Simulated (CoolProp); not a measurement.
Vapour-liquid equilibrium of propane (1) + R134a (2) at 313.1 K; x and y are mole fractions of (1).

Values from CoolProp's multi-fluid Helmholtz-energy mixture model, Lemmon 2009 and Tillner-Roth 1994; pair parameters Bell 2016.

Task: Give the bubble pressure and the first vapour's composition at x = 0.05, 0.65, 0.95. Is there an azeotrope?

Result: x = 0.05: 11.72 bar, y = 0.146; x = 0.65: 17.08 bar, y = 0.631; x = 0.95: 14.74 bar, y = 0.903. y crosses x between x = 0.5 and 0.65: the model has an azeotrope there.

Pair parameters are fitted to limited data, so mixtures are less certain than the pure fluids.
